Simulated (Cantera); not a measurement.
An isothermal, constant-pressure homogeneous reactor starts with 25.5 % CH₄, 71.4 % CO₂, 3.06 % H₂, at 2100 K and 10.0 bar.

Cantera simulation using GRI-Mech 3.0 (53 species, 325 reactions); the numbers are that mechanism's predictions, not measurements.

x: mole fraction; the columns are a selection and need not sum to one.

```tsv
t (s)	x CH₄	x CO₂	x H₂	x C₂H₄	x O	x C₂H₆
1.00e-5	0.147	0.634	0.118	0.0134	2.17e-8	0.00126
3.98e-5	0.0614	0.480	0.146	0.00272	2.68e-8	0.000241
0.000158	0.0122	0.279	0.0850	0.000465	5.44e-8	2.34e-5
0.000631	0.00655	0.179	0.116	0.000197	6.88e-8	5.13e-6
0.00251	…	0.125	0.162	…	8.59e-8	…
0.0100	7.65e-7	0.117	0.171	1.69e-9	9.15e-8	<1e-12
0.0398	3.36e-8	0.117	0.171	<1e-12	9.16e-8	<1e-12
0.158	3.36e-8	0.117	0.171	<1e-12	9.16e-8	<1e-12
0.631	3.36e-8	0.117	0.171	<1e-12	9.16e-8	<1e-12
2.51	3.36e-8	0.117	0.171	<1e-12	9.16e-8	<1e-12
10.0	3.36e-8	0.117	0.171	<1e-12	9.16e-8	<1e-12
```

Problem. Some entries are withheld; supply them.

Solution. 
- 0.00251, x CH₄: 0.00210
- 0.00251, x C₂H₄: 2.56e-5
- 0.00251, x C₂H₆: 3.48e-7
